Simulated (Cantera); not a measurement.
An adiabatic, constant-pressure homogeneous reactor starts with 1.83 % C3H8, 20.1 % O2, 78.0 % N2, equivalence ratio 0.45, at 1550 K and 3750 Torr.

Cantera simulation using GRI-Mech 3.0 (53 species, 325 reactions); the numbers are that mechanism's predictions, not measurements. GRI-Mech 3.0 was tuned for natural gas; its chemistry of propane as a main component is partial and can be far from experiment.

**Question.** Predict: time of steepest temperature rise; temperature at 0.100 s; equilibrium temperature; x(O2) at 0.100 s; x(CO2) at 0.100 s.

**Answer.** 
| Item | Value |
|---|---|
| time of steepest temperature rise | 18.3 µs |
| temperature at 0.100 s | 2429 K |
| equilibrium temperature | 2429 K |
| x(O2) at 0.100 s | 0.0998 (gas-phase equilibrium 0.0998) |
| x(CO2) at 0.100 s | 0.0519 (gas-phase equilibrium 0.0519) |
